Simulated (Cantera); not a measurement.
A freely propagating, adiabatic, planar premixed flame of H₂ : O₂ : N₂ = 1 : 0.98 : 3.53 (molar parts), equivalence ratio 0.51, unburnt at 475 K and 100.0 Torr; multicomponent+Soret transport, grid criteria slope 0.08 and curve 0.16, no radiation.

Cantera simulation using the H2/O2 subset of GRI-Mech 3.0, which has no nitrogen chemistry; the numbers are that mechanism's predictions, not measurements. Burning velocities carry a grid error of a few per cent, more on coarse grids. Lean hydrogen flames are cellular in practice and burn faster than this planar one.

x: mole fraction of selected species; z is measured from the peak of heat release.

```csv
z (mm),T (K),u (m/s),x H₂,x O₂,x O,x H₂O₂,x OH,x H
-15.6,475,2.06,0.181,0.178,<1e-8,<1e-8,<1e-8,<1e-8
-10.4,475,2.06,0.181,0.178,<1e-8,<1e-8,<1e-8,<1e-8
-7.79,475,2.06,0.181,0.178,<1e-8,<1e-8,<1e-8,<1e-8
-5.20,475,2.06,0.181,0.178,<1e-8,<1e-8,<1e-8,1.60e-8
-2.60,498,2.13,0.167,0.180,7.62e-6,6.33e-6,5.99e-5,0.000124
-1.30,…,2.85,0.133,0.177,0.000184,5.18e-6,0.000408,0.00359
0,…,4.13,0.0666,0.147,0.00406,1.03e-6,0.00174,0.0187
1.30,…,5.09,0.0198,0.110,0.0109,1.31e-6,0.00482,0.0261
2.60,…,5.57,0.0112,0.0997,0.0124,9.90e-7,0.00643,0.0219
5.20,1497,6.04,0.00918,0.0965,0.0109,5.72e-7,0.00783,0.0146
10.4,1612,6.46,0.00701,0.0951,0.00809,2.98e-7,0.00842,0.00808
20.8,1707,6.79,0.00441,0.0946,0.00497,1.56e-7,0.00779,0.00349
41.6,1771,7.02,0.00224,0.0949,0.00248,8.69e-8,0.00611,0.00116
```

**Question.** Fill in the missing entries.

**Answer.** 
- -1.30, T (K): 683
- 0, T (K): 1009
- 1.30, T (K): 1250
- 2.60, T (K): 1372
